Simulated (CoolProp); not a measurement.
Properties of R134a along the isobar 0.101 MPa.

Computed with CoolProp (reference Helmholtz-energy equation of state, Tillner-Roth 1994).

```json
[
 {"T (K)": "345.9", "phase": "gas", "speed of sound (m/s)": "174.3", "viscosity (µPa s)": "13.7", "conductivity (mW/(m K))": "17.2"},
 {"T (K)": "359.5", "phase": "gas", "speed of sound (m/s)": "177.7", "viscosity (µPa s)": "14.2", "conductivity (mW/(m K))": "?"},
 {"T (K)": "373.2", "phase": "gas", "speed of sound (m/s)": "181.0", "viscosity (µPa s)": "14.7", "conductivity (mW/(m K))": "19.4"},
 {"T (K)": "386.8", "phase": "gas", "speed of sound (m/s)": "184.2", "viscosity (µPa s)": "15.2", "conductivity (mW/(m K))": "20.5"},
 {"T (K)": "400.4", "phase": "gas", "speed of sound (m/s)": "187.4", "viscosity (µPa s)": "15.7", "conductivity (mW/(m K))": "21.6"},
 {"T (K)": "414.1", "phase": "gas", "speed of sound (m/s)": "?", "viscosity (µPa s)": "16.2", "conductivity (mW/(m K))": "22.7"},
 {"T (K)": "427.7", "phase": "gas", "speed of sound (m/s)": "193.6", "viscosity (µPa s)": "16.8", "conductivity (mW/(m K))": "23.8"},
 {"T (K)": "441.4", "phase": "gas", "speed of sound (m/s)": "196.6", "viscosity (µPa s)": "17.3", "conductivity (mW/(m K))": "24.9"},
 {"T (K)": "455", "phase": "gas", "speed of sound (m/s)": "?", "viscosity (µPa s)": "17.8", "conductivity (mW/(m K))": "25.9"}
]
```

**Question.** What belongs in the gaps?

**Answer.** 
- 359.5, conductivity (mW/(m K)): 18.3
- 414.1, speed of sound (m/s): 190.5
- 455, speed of sound (m/s): 199.5

Viscosity comes from a separate model (Huber 2003), an estimate that may be off by 10 % or more. Thermal conductivity comes from a separate model (McLinden 2000), an estimate that may be off by 10 % or more.
